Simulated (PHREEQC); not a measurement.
Solution (20 °C): 0.021 mol/kgw Al2(SO4)3, 0.0048 mol/kgw NaHCO3 and 0.3 mol/kgw Na2SO4. Closed to the air; pH follows from the charge balance.

Equilibrium calculation in PHREEQC: ion-association model, phreeqc.dat.

Precipitation was switched off in this run.

Task: What pH, density does the model give?

Result: pH 5.62; density 1.043 g/cm³.

Task: In which forms is S present?

Result: SO4-2 57 %, NaSO4- 27 %, Al(SO4)2- 11 %, AlSO4+ 4.9 % of the S.

The solution is supersaturated, for example in Al(OH)3(a), Gibbsite (slow to form), so a real one may precipitate; this is no full list. The ionic strength is past about 0.7 mol/kgw, beyond the range of this activity model, so the values are rough.
